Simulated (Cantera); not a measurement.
Cantera run, input and output.

```python
import numpy as np
import cantera as ct

gas = ct.Solution("gri30.yaml")


def delay(T, t_max=10):
    gas.TPX = T, 870000, {'CH3OH': 1, 'O2': 0.75, 'N2': 2.82, 'H2O': 1.3}
    reactor = ct.IdealGasConstPressureReactor(gas, clone=False)
    net = ct.ReactorNet([reactor])
    net.rtol, net.atol = 1e-8, 1e-16
    while net.time < t_max:
        t_old, T_old = net.time, reactor.T
        net.step()
        if reactor.T > T + 400:  # ignition: a rise of 400 K
            return t_old + (T + 400 - T_old) / (reactor.T - T_old) * (net.time - t_old)
    return np.nan


taus = []
for T in [1225, 1325, 1425, 1525, 1625, 1725, 1825, 1925, 2025, 2125]:
    taus.append(delay(T))
    print(f"T0 = {T:6g} K   tau = {taus[-1]:.4e} s")
```

Result:

```
T0 =   1225 K   tau = 7.1107e-04 s
T0 =   1325 K   tau = 1.5657e-04 s
T0 =   1425 K   tau = 4.4280e-05 s
T0 =   1525 K   tau = 1.5684e-05 s
T0 =   1625 K   tau = 6.7985e-06 s
T0 =   1725 K   tau = 3.5044e-06 s
T0 =   1825 K   tau = 2.0812e-06 s
T0 =   1925 K   tau = 1.4062e-06 s
T0 =   2025 K   tau = 1.0723e-06 s
T0 =   2125 K   tau = 9.1153e-07 s
```

Model: GRI-Mech 3.0 (53 species, 325 reactions), integrated in Cantera. GRI-Mech 3.0 was tuned for natural gas; its chemistry of methanol as a main component is partial and can be far from experiment. Where the delays flatten at high temperature, the 400 K rule measures the pace of heat release, not the induction time.
